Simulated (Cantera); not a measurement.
Input (Python, Cantera) and output of one run.

```python
import numpy as np
import cantera as ct

gas_names = [...]  # 148 gases of nasa_gas.yaml made of Al, C, H, N, O
cond_names = """
    AL(cr) AL(L) ALN(s) AL2O3(a) AL2O3(L) C(gr) C6H6(L) C7H8(L) C8H18(L),n-octa H2O(s) H2O(L)
""".split()


# ... load() reads the species with a 1 bar reference pressure and builds the phases ...
atoms = {
    'Al(CH3)3': {'AL': 1, 'C': 3, 'H': 9},
    'O2': {'O': 2},
    'N2': {'N': 2},
}
top_T = {'ALN(s)': 2750, 'C(gr)': 4500}  # K; cautious upper limits of use, not melting points


# ... equilibrate(T, P, feed) seeds the gas with the atoms and calls Mixture.equilibrate('TP', solver="vcs", rtol=1e-11, max_steps=5000) ...
results = []
feed = {'Al(CH3)3': 1, 'O2': 2, 'N2': 49}  # mol
P = 58000  # Pa
for T in [600, 800, 1000, 1200, 1400, 1600, 1800, 2000, 2200]:
    mix = equilibrate(T, P, feed)
    results.append((T, P, feed, dict(zip(mix.species_names, mix.species_moles))))
    x = sorted(zip(gas.X, gas.species_names), reverse=True)
    print(f"T = {T:g} K  P = {P:g} Pa  gas = {mix.phase_moles(0):.4g} mol")
    print("   x: " + "  ".join(f"{s} {v:.3e}" for v, s in x if v > 1e-06))
    print("   condensed (mol): " + ("  ".join(f"{mix.phase(i).name} {mix.phase_moles(i):.4g}"
          for i in range(1, mix.n_phases) if mix.phase_moles(i) > 1e-12) or "none"))
```

Result:

```
T = 600 K  P = 58000 Pa  gas = 52.98 mol
   x: N2 9.249e-01  H2O 3.188e-02  H2 1.790e-02  CH4 1.754e-02  CO2 7.581e-03  CO 1.506e-04  NH3 5.560e-05
   condensed (mol): AL2O3(a) 0.5  C(gr) 1.661
T = 800 K  P = 58000 Pa  gas = 54.62 mol
   x: N2 8.971e-01  H2 6.422e-02  CO 1.343e-02  H2O 1.170e-02  CO2 1.032e-02  CH4 3.215e-03  NH3 2.673e-05
   condensed (mol): AL2O3(a) 0.5  C(gr) 1.527
T = 1000 K  P = 58000 Pa  gas = 55.9 mol
   x: N2 8.765e-01  H2 7.902e-02  CO 4.274e-02  H2O 7.742e-04  CO2 6.011e-04  CH4 3.458e-04  NH3 7.022e-06  HCN 1.366e-06
   condensed (mol): AL2O3(a) 0.5  C(gr) 0.5575
T = 1200 K  P = 58000 Pa  gas = 55.99 mol
   x: N2 8.751e-01  H2 8.018e-02  CO 4.455e-02  CH4 5.891e-05  H2O 5.377e-05  CO2 2.176e-05  HCN 1.974e-05  NH3 2.355e-06
   condensed (mol): AL2O3(a) 0.5  C(gr) 0.4998
T = 1400 K  P = 58000 Pa  gas = 56 mol
   x: N2 8.750e-01  H2 8.025e-02  CO 4.463e-02  HCN 1.315e-04  CH4 1.614e-05  H2O 7.737e-06  CO2 1.982e-06  H 1.809e-06  HNC 1.568e-06  NH3 1.055e-06
   condensed (mol): AL2O3(a) 0.5  C(gr) 0.4922
T = 1600 K  P = 58000 Pa  gas = 56.32 mol
   x: N2 8.671e-01  H2 7.965e-02  CO 5.279e-02  HCN 4.624e-04  H 2.015e-05  HNC 1.058e-05  CH4 5.164e-06  H2O 2.479e-06  C2H2,acetylene 1.619e-06
   condensed (mol): ALN(s) 0.3154  AL2O3(a) 0.3423
T = 1800 K  P = 58000 Pa  gas = 56.33 mol
   x: N2 8.669e-01  H2 7.971e-02  CO 5.304e-02  HCN 2.113e-04  H 1.327e-04  HNC 8.020e-06  H2O 5.338e-06
   condensed (mol): ALN(s) 0.3252  AL2O3(a) 0.3373
T = 2000 K  P = 58000 Pa  gas = 56.35 mol
   x: N2 8.666e-01  H2 7.948e-02  CO 5.311e-02  H 6.020e-04  HCN 1.140e-04  AL 4.990e-05  AL2O 2.125e-05  H2O 9.745e-06  HNC 6.476e-06  ALH 2.996e-06  ALOH 1.974e-06  CO2 1.421e-06
   condensed (mol): ALN(s) 0.3246  AL2O3(a) 0.335
T = 2200 K  P = 58000 Pa  gas = 56.68 mol
   x: N2 8.634e-01  H2 7.826e-02  CO 5.285e-02  H 2.069e-03  AL2O 1.662e-03  AL 1.562e-03  HCN 6.861e-05  ALH 6.244e-05  ALOH 2.338e-05  H2O 1.562e-05  HNC 5.420e-06  CO2 1.997e-06  ALO 1.333e-06
   condensed (mol): ALN(s) 0.113  AL2O3(a) 0.3025
```

Cantera equilibrium calculation (NASA polynomials, part measured and part estimated; ideal gas, pure solids and liquids). The feed counts by its element totals alone. Mutual solubility and eutectic melting of coexisting phases are not modelled. The tables' values for AlOH are old estimates; treat these amounts as uncertain. Condensed phases not in the tables: aluminium oxynitride.
